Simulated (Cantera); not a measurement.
Input (Python, Cantera) and output of one run.

```python
import numpy as np
import cantera as ct

gas_names = """
    Cu CuO Cu2 H HO2 H2 H2O H2O2 O OH O2 O3
""".split()
cond_names = """
    Cu(cr) Cu(L) CuO(s) CuO2H2(s) Cu2O(s) Cu2O(L) H2O(s) H2O(L)
""".split()


# ... load() reads the species with a 1 bar reference pressure and builds the phases ...
atoms = {
    'Cu2O': {'Cu': 2, 'O': 1},
    'H2': {'H': 2},
}
top_T = {'CuO(s)': 1390}  # K; cautious upper limits of use, not melting points


# ... equilibrate(T, P, feed) seeds the gas with the atoms and calls Mixture.equilibrate('TP', solver="vcs", rtol=1e-11, max_steps=5000) ...
results = []
feed = {'Cu2O': 1, 'H2': 2200}  # mol
P = 133.322  # Pa
for T in [798, 998, 1198, 1398, 1598, 1798, 1998, 2198]:
    mix = equilibrate(T, P, feed)
    results.append((T, P, feed, dict(zip(mix.species_names, mix.species_moles))))

top = {s: max(r[3][s] / sum(r[3][g] for g in gas_names) for r in results) for s in gas_names}
cols = sorted((s for s in top if top[s] > 1e-05), key=lambda s: -top[s])[:8]
seen = [c for c in cond_names if any(r[3].get(c, 0) > 1e-12 for r in results)]
print("log10 of partial pressures in bar; condensed amounts in mol")
print(f"{'T/K':>10s}" + "".join(f"{s[:9]:>10s}" for s in cols + seen))
for T, P, feed, n in results:
    ng = sum(n[g] for g in gas_names)
    print(f"{T:10.4g}" + "".join(f"{np.log10(max(n[s] / ng * P / 1e5, 1e-99)):10.3f}" for s in cols)
          + "".join(f"{n.get(c, 0):10.4g}" for c in seen))
```

Output:

```
log10 of partial pressures in bar; condensed amounts in mol
       T/K        H2         H        Cu       H2O    Cu(cr)
       798    -2.875   -13.012   -15.226    -6.218         2
       998    -2.875   -10.105   -10.842    -6.218         2
      1198    -2.875    -8.159    -7.935    -6.218     1.981
      1398    -2.876    -6.763    -5.917    -6.218         0
      1598    -2.876    -5.712    -5.917    -6.218         0
      1798    -2.880    -4.893    -5.919    -6.220         0
      1998    -2.895    -4.242    -5.926    -6.229         0
      2198    -2.942    -3.725    -5.949    -6.261         0
```

Method: chemical equilibrium by Gibbs-energy minimisation in Cantera with the NASA 1993 tables (ideal gas, pure condensed phases).
